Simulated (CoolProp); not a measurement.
A Linde-Hampson liquefier for carbon monoxide: isothermal reversible compression at 280 K from 1 atm to 25 MPa, throttling to 1 atm, return gas leaving the recuperator 5 K below the feed. Each further row changes one setting.

Computed with CoolProp (reference Helmholtz-energy equation of state, Lemmon 2006). It is a short technical equation, of lower accuracy than the large ones.

```
case                        liquid yield per pass  compression work (kJ/kg of gas)
--------------------------  ---------------------  -------------------------------
as stated                                     ___                              455
high pressure 50 MPa                          ___                              ___
warm-end temperature 310 K                    ___                              509
warm-end gap 10 K                           0.094                              455
```

### Question
Complete the blanks.

### Answer

- as stated, liquid yield per pass: 0.105
- high pressure 50 MPa, liquid yield per pass: 0.113
- high pressure 50 MPa, compression work (kJ/kg of gas): 524
- warm-end temperature 310 K, liquid yield per pass: 0.075
